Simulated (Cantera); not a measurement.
Charge: 1 mol Si, 0.49 mol CO2, 19 mol H2, equilibrated at 1325 K and 18.0 mbar.

These are equilibrium values from Cantera (NASA tables, ideal gas, pure condensed phases), not measurements of a reactor. Candidate condensed phases: C, C6H6, C7H8, C8H18, H2O, Si, SiC, SiO2; 123 gas species. Mutual solubility and eutectic melting of coexisting phases are not modelled. The tables hold silica as quartz up to 1696 K and as liquid above; real silica turns to tridymite and cristobalite and melts near 1996 K. Kinetics and transport are ignored.

Base state: H2 0.999, SiO 0.000770, H 1.22e-5, CO 1.02e-5 (mole fractions); condensed: Si(s) + SiC(s) + SiO2(β-quartz).

Task: What changes in the equilibrium state with this change: Si replaced by Pb?

Result: 
```json
[
 {"species": "H2", "before": "0.999", "after": "0.904"},
 {"species": "Pb", "before": "0", "after": "0.0488"},
 {"species": "CO", "before": "1.02e-5", "after": "0.0236"},
 {"species": "H2O", "before": "3.93e-7", "after": "0.0236"},
 {"species": "SiO", "before": "0.000770", "after": "0"},
 {"species": "CO2", "before": "<1e-9", "after": "0.000330"},
 {"species": "H", "before": "1.22e-5", "after": "1.16e-5"},
 {"species": "Si(s), mol", "before": "0.0130", "after": "0"},
 {"species": "SiC(s), mol", "before": "0.490", "after": "0"},
 {"species": "SiO2(β-quartz), mol", "before": "0.483", "after": "0"}
]
```
Further candidate phases: Pb, PbO, PbO2, Pb3O4.

Task: What changes in the equilibrium state with this change: Si replaced by Ti?

Result: 
```tsv
species	before	after
H2	0.999	0.995
CO	1.02e-5	0.00450
H2O	3.93e-7	1.44e-5
SiO	0.000770	0
H	1.22e-5	1.22e-5
Si(s), mol	0.0130	0
SiC(s), mol	0.490	0
SiO2(β-quartz), mol	0.483	0
TiC(s), mol	0	0.404
Ti2O3(s), mol	0	0.298
```
TiC: taken at fixed stoichiometry. Further candidate phases: Ti, TiC, TiO, TiO2, Ti2O3, Ti3O5, Ti4O7.

Task: What changes in the equilibrium state with this change: CO2 from 0.49 to 0.98 mol?

Result: 
```
species                before    after
-------------------  --------  -------
H2                      0.999    0.967
CO                    1.02e-5   0.0325
CH4                   4.06e-7  8.24e-5
SiO                  0.000770  5.23e-5
H                     1.22e-5  1.20e-5
Si(s), mol             0.0130        0
SiC(s), mol             0.490    0.339
SiO2(β-quartz), mol     0.483    0.660
```
